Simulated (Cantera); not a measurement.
Input: 1 mol SiCl4, 1.1 mol N2, 19 mol H2, held at 1748 K and 1.33 mbar.

These are equilibrium values from Cantera (NASA tables, ideal gas, pure condensed phases), not measurements of a reactor. Candidate condensed phases: NH4Cl, Si, Si3N4; 28 gas species. The tables' values for SiCl, SiCl3 are old estimates; treat these amounts as uncertain. Gases not in the tables: Si2H6 and higher silanes. Rates play no part.

Base state: H2 0.804, HCl 0.0985, N2 0.0495, SiCl2 0.0402, H 0.00561, Si 0.00109, Cl 0.000530, SiCl 0.000521 (mole fractions); condensed: Si(l).

Problem. What changes in the equilibrium state with this change: temperature from 1748 K to 1298 K?

Solution. 
```
species         before    after
-------------  -------  -------
H2               0.804    0.797
HCl             0.0985    0.172
N2              0.0495   0.0245
SiCl2           0.0402  0.00584
Si             0.00109  1.81e-9
SiH            4.76e-5    <1e-9
Si(l), mol      0.0676        0
Si3N4(s), mol        0    0.286
```
N2 is the only nitrogen source here; it is nearly inert below about 1500 K, so the nitride shown seldom forms there in practice. The tables' values for SiCl3 are old estimates; treat these amounts as uncertain.
